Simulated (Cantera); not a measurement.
Feed: 1 mol SiC, 1.8 mol O2, 1.7 mol N2, at 0.0180 bar.

Cantera equilibrium calculation (NASA polynomials, part measured and part estimated; ideal gas, pure solids and liquids). Candidate condensed phases: C, Si, SiC, SiO2, Si2N2O, Si3N4; 34 gas species. The tables hold silica as quartz up to 1696 K and as liquid above; real silica turns to tridymite and cristobalite and melts near 1996 K. Kinetics and transport are ignored. All values below are at 1773 K.

Base state: N2 0.630, CO2 0.222, CO 0.148, SiO 1.28e-5, NO 1.28e-5 (mole fractions); condensed: SiO2(condensed).

Q: What changes in the equilibrium state with this change: O2 from 1.8 to 0.018 mol?

A: 
| species | before | after |
|---|---|---|
| N2 | 0.630 | 0.979 |
| CO | 0.148 | 0.0104 |
| SiO | 1.28e-5 | 0.0103 |
| CO2 | 0.222 | 2.38e-9 |
| Si | <1e-9 | 3.50e-5 |
| NO | 1.28e-5 | <1e-9 |
| SiO2(condensed), mol | 1.000 | 0 |
| SiC(s), mol | 0 | 0.982 |
